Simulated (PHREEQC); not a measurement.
Solution (37 °C): 0.56 mol MgSO4, 0.051 mol K2SO4 and 0.1 mol NaCl per kg of water. Closed to the air; pH follows from the charge balance.

Computed with PHREEQC (Pitzer model, pitzer.dat).

**Question.** The ionic strength comes out as 2.49 mol/kgw. What activity coefficients do K+, Cl-, HSO4-, MgOH+, Na+ get?

**Answer.** K+ 0.54, Cl- 0.58, HSO4- 0.63, MgOH+ 0.44, Na+ 0.61. Single-ion values are on the MacInnes scale.

This is a speciation only: nothing precipitates in the calculation. Constants without temperature data keep their 25 °C values here.
